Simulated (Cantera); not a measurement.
Stirred combustor or abatement burner

A perfectly stirred reactor is fed with 11.8 % CH4, 14.7 % O2, 73.5 % N2, equivalence ratio 1.6, at 10.0 bar; it is adiabatic with a 650 K inlet, and is followed from long to short residence time, starting on the burning branch (τ in s: 0.022, 0.012, 0.0068, 0.0038, 0.0021, 0.0012, 0.00068, 0.00038, 0.00021, 0.00012, 6.7e-05).

Detailed kinetics in Cantera: GRI-Mech 3.0 (53 species, 325 reactions).

```tsv
τ (s)	T (K)	x CH4	x O2	x H2	x O	x HO2
0.022	1912	0.00588	0.000501	0.0612	1.40e-7	2.05e-7
0.012	1915	0.00703	0.000852	0.0569	2.36e-7	3.55e-7
0.0068	1916	0.00818	0.00139	0.0530	3.91e-7	5.98e-7
0.0038	1912	0.00947	0.00228	0.0493	6.60e-7	1.04e-6
0.0021	1902	0.0110	0.00377	0.0459	1.13e-6	1.88e-6
0.0012	1882	0.0127	0.00616	0.0430	1.88e-6	3.47e-6
0.00068	1839	0.0155	0.0108	0.0400	3.15e-6	7.30e-6
0.00038	650	0.118	0.147	<1e-12	<1e-12	<1e-12
0.00021	650	0.118	0.147	<1e-12	<1e-12	<1e-12
0.00012	650	0.118	0.147	<1e-12	<1e-12	<1e-12
6.7e-5	650	0.118	0.147	<1e-12	<1e-12	<1e-12
```
x: mole fraction; the columns are a selection and need not sum to one.
